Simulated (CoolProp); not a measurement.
Vapour-liquid equilibrium of CH2F2 (R32) (1) + isobutane (2) at 0.797 MPa; x and y are mole fractions of (1).

The numbers come from the multi-fluid Helmholtz-energy mixture model, Tillner-Roth 1997 and Bücker 2006; pair parameters Bell 2016 in CoolProp.

```tsv
x	bubble temperature, mixture model (K)	bubble temperature, Raoult's law (K)	y, mixture model	y, Raoult's law
0.05	___	322.6	___	0.195
0.2	281.0	307.5	0.744	0.541
0.35	___	297.1	0.811	0.722
0.5	271.9	289.3	0.827	0.831
0.65	271.6	283.2	0.833	0.903
0.8	___	278.1	0.849	0.953
0.95	271.4	273.8	___	0.990
```

Q: Some entries are withheld; supply them.

A: 
- 0.05, bubble temperature, mixture model (K): 310.0
- 0.05, y, mixture model: 0.368
- 0.35, bubble temperature, mixture model (K): 273.6
- 0.8, bubble temperature, mixture model (K): 271.1
- 0.95, y, mixture model: 0.928

The largest gap from Raoult's law is -26.5 K in bubble temperature, at x = 0.2. y crosses x between x = 0.8 and 0.95: the model has an azeotrope there.

Pair parameters are fitted to limited data, so mixtures are less certain than the pure fluids. With so large a gap from Raoult's law the liquid may split in two, which this calculation doesn't test in full.
